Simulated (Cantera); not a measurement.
# Ammonia decomposition in nitride growth gas

An isothermal, constant-pressure homogeneous reactor starts with NH3 : H2 = 1 : 2.4 (molar parts), at 1500 K and 1.70 bar.

Computed with Cantera and the gas-phase N/H chemistry of the illustrative SiF4/NH3 mechanism in the Surface Chemkin manual (1991). Walls and surfaces, which speed up NH3 decomposition in real reactors, are not modelled.

```csv
t (s),x NH3,x H2,x N2H4,x H,x N,x N2
0.000300,0.294,0.706,1.93e-10,1.11e-6,<1e-12,3.12e-10
0.000895,0.294,0.706,1.66e-9,3.22e-6,4.96e-12,1.53e-8
0.00267,0.294,0.706,9.75e-9,7.79e-6,6.98e-11,4.08e-7
0.00797,0.294,0.706,1.75e-8,1.04e-5,1.67e-10,3.92e-6
0.0238,0.294,0.706,1.77e-8,1.05e-5,1.70e-10,1.61e-5
0.0709,0.294,0.706,1.77e-8,1.05e-5,1.70e-10,5.24e-5
0.212,0.294,0.706,1.76e-8,1.05e-5,1.70e-10,0.000161
0.631,0.293,0.707,1.75e-8,1.05e-5,1.69e-10,0.000482
1.88,0.290,0.708,1.72e-8,1.05e-5,1.68e-10,0.00143
5.62,0.283,0.712,1.64e-8,1.06e-5,1.63e-10,0.00415
16.8,0.264,0.724,1.42e-8,1.07e-5,1.52e-10,0.0115
50.0,0.222,0.750,9.93e-9,1.11e-5,1.26e-10,0.0280
```
x: mole fraction; the columns are a selection and need not sum to one.

Equilibrium at this temperature and pressure: NH3 2.92e-5, H2 0.886, N2H4 <1e-12, H 1.28e-5, N <1e-12, N2 0.114 (gas phase only).
